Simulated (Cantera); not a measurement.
**N2O furnace oxynitridation**

A perfectly stirred reactor is fed with 70.4 % N₂O, 29.6 % O₂, at 0.316 atm; it is held at 1348 K, and followed from long to short residence time.

Cantera simulation using GRI-Mech 3.0 (53 species, 325 reactions); the numbers are that mechanism's predictions, not measurements. GRI-Mech 3.0 was tuned for natural gas; its chemistry of N2O as a main component is partial and can be far from experiment. The mechanism lacks the step 2 NO + O2 → 2 NO2, which can matter for NO2 below about 1400 K. The temperature is held fixed by assumption; the heat of reaction is taken as removed at once.

```
τ (s)    x N₂O   x O₂     x N₂      x NO      x O     x NO₂
-------  -----  -----  -------  --------  -------  --------
1.8      0.119  0.417    0.402    0.0617  9.85e-6  0.000186
0.76     0.219  0.394    0.331    0.0558  1.15e-5  0.000164
0.32     0.357  0.365    0.236    0.0420  1.26e-5  0.000121
0.13     0.501  0.336    0.137    0.0252  1.32e-5   6.99e-5
0.055    0.600  0.316   0.0703    0.0130  1.35e-5   3.40e-5
0.023    0.657  0.305   0.0323   0.00601  1.37e-5   1.38e-5
0.0097   0.683  0.300   0.0142   0.00265  1.37e-5   4.74e-6
0.0040   0.695  0.297  0.00595   0.00111  1.37e-5   1.29e-6
0.0017   0.700  0.297  0.00254  0.000473  1.36e-5   3.03e-7
0.00070  0.703  0.296  0.00104  0.000193  1.34e-5   5.78e-8
```
x: mole fraction; the columns are a selection and need not sum to one.
